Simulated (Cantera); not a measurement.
A counterflow diffusion flame at 1.70 bar, nozzles 20 mm apart: fuel side CH₄ : CO : N₂ = 1 : 0.26 : 1.2 (molar parts) at 573 K, oxidiser side O₂ : N₂ = 0.26 : 0.74 (molar parts) at 450 K, fuel mass flux 0.83 times the oxidiser's; mixture-averaged transport, no radiation.

Computed with Cantera and GRI-Mech 3.0 (53 species, 325 reactions). GRI-Mech 3.0 has no aromatics or soot, which form on the fuel side of real flames. The maximum strain rate includes the flame's own expansion and is several times the mean.

x: mole fraction; the columns are a selection and need not sum to one.

```tsv
oxidiser flux (kg/m²/s)	max strain (1/s)	mean strain (1/s)	T max (K)	peak x OH	peak x H	peak x NO	peak x CO	peak x C₂H₂
0.42	164	37.0	2248	0.00857	0.00304	?	0.106	0.0109
0.59	222	52.0	2227	0.00871	0.00323	0.000381	0.106	0.0102
0.83	304	73.1	2208	0.00880	0.00341	0.000351	0.106	0.00954
1.2	427	106	2192	0.00891	0.00362	?	0.106	0.00887
1.6	558	141	2179	0.00895	0.00378	?	0.106	0.00836
2.3	784	203	2160	0.00894	0.00397	?	0.106	0.00775
3.2	1070	282	2141	0.00885	0.00412	?	0.106	0.00717
4.4	1450	388	2122	0.00869	0.00424	?	0.106	0.00657
6.2	2000	546	2097	0.00841	0.00431	?	0.106	0.00585
8.6	2730	758	2067	0.00799	0.00429	?	0.106	0.00505
```

Question: Fill in the missing entries.

Answer: 
- 0.42, peak x NO: 0.000412
- 1.2, peak x NO: 0.000320
- 1.6, peak x NO: 0.000294
- 2.3, peak x NO: 0.000258
- 3.2, peak x NO: 0.000223
- 4.4, peak x NO: 0.000187
- 6.2, peak x NO: 0.000147
- 8.6, peak x NO: 0.000109
